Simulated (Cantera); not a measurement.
A closed system holds: 1 mol Fe, 1.4 mol SO2, 2.9 mol CO, equilibrated at 0.00133 bar.

Cantera equilibrium calculation (NASA polynomials, part measured and part estimated; ideal gas, pure solids and liquids). Candidate condensed phases: C, Fe, Fe(CO)5, FeO, FeS, FeSO4, FeS2, Fe2O3, Fe2(SO4)3, Fe3O4, S; 25 gas species. Metal and sulfide melt together well below either melting point, which pure phases cannot show. Mutual solubility and eutectic melting of coexisting phases are not modelled. The tables' stoichiometric FeO is somewhat more stable than real wüstite, so its field is too wide. FeO, FeS: taken at fixed stoichiometry. Gases not in the tables: S3 to S7. Equilibrium is a limit: real reactors are often held back by kinetics, nucleation or transport.

x: gas mole fraction; n: condensed amount in mol.

| T (K) | x CO2 | x CO | x S2 | x SO2 | x SO | x Fe | x S | n FeS(s) | n FeS2(s) | n FeO(s) | n FeO(l) |
|---|---|---|---|---|---|---|---|---|---|---|---|
| 700 | 0.965 | 0.0282 | 0.000167 | 4.83e-8 | 1.63e-11 | <1e-12 | <1e-12 | 0.619 | 0.381 | 0 | 0 |
| 900 | 0.901 | ___ | ___ | ___ | ___ | <1e-12 | ___ | 1.00 | 0 | 0 | 0 |
| 1100 | 0.840 | ___ | ___ | ___ | ___ | ___ | ___ | 1.00 | 0 | 0 | 0 |
| 1300 | 0.636 | 0.234 | 0.0657 | 0.0629 | 0.00128 | 5.59e-8 | 1.97e-5 | 0.743 | 0 | 0.257 | 0 |
| 1500 | 0.321 | 0.451 | 0.144 | 0.0753 | 0.00760 | 2.56e-5 | 0.000423 | 0 | 0 | 1.000 | 0 |
| 1700 | 0.203 | 0.542 | 0.106 | 0.117 | 0.0275 | 0.00173 | 0.00281 | 0 | 0 | 0 | 0.993 |
| 1900 | 0.127 | 0.560 | 0.0591 | 0.138 | 0.0637 | 0.0406 | 0.0106 | 0 | 0 | 0 | 0.826 |

Question: Complete the blanks.

Answer: 
- 900, x CO: 0.0315
- 900, x S2: 0.0617
- 900, x SO2: 0.00161
- 900, x SO: 1.36e-6
- 900, x S: 2.63e-9
- 1100, x CO: 0.0825
- 1100, x S2: 0.0501
- 1100, x SO2: 0.0257
- 1100, x SO: 9.89e-5
- 1100, x Fe: 5.21e-12
- 1100, x S: 4.50e-7
